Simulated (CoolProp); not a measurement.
Vapour-liquid equilibrium of diethyl ether (1) + n-hexane (2) at 408.3 K; x and y are mole fractions of (1).

The numbers come from the multi-fluid Helmholtz-energy mixture model, Thol 2014 and Thol 2019; pair parameters Bell 2016 in CoolProp.

| x | bubble pressure (bar) | y at the bubble point | dew pressure at overall composition x (bar) | liquid density (mol/L) |
|---|---|---|---|---|
| 0.05 | 6.040 | … | 5.780 | 6.312 |
| 0.125 | … | 0.243 | 6.113 | 6.383 |
| 0.2 | 7.332 | 0.351 | 6.478 | 6.456 |
| 0.275 | 7.937 | 0.443 | 6.881 | 6.532 |
| 0.35 | 8.524 | 0.522 | 7.324 | 6.610 |
| 0.425 | 9.101 | 0.593 | 7.813 | 6.692 |
| 0.5 | 9.671 | 0.658 | 8.352 | 6.776 |
| 0.575 | 10.24 | 0.718 | 8.945 | 6.862 |
| 0.65 | 10.81 | 0.774 | … | … |
| 0.725 | 11.39 | 0.826 | 10.31 | 7.045 |
| 0.8 | 11.97 | … | 11.10 | 7.140 |
| 0.875 | 12.57 | 0.924 | 11.96 | 7.238 |
| 0.95 | 13.17 | 0.970 | 12.90 | 7.339 |

### Question
Complete the blanks.

### Answer

- 0.05, y at the bubble point: 0.109
- 0.125, bubble pressure (bar): 6.703
- 0.65, dew pressure at overall composition x (bar): 9.598
- 0.65, liquid density (mol/L): 6.952
- 0.8, y at the bubble point: 0.876

No azeotrope shows between x = 0.05 and 0.95.

The pair parameters rest on a limited set of measurements; away from them the model extrapolates.
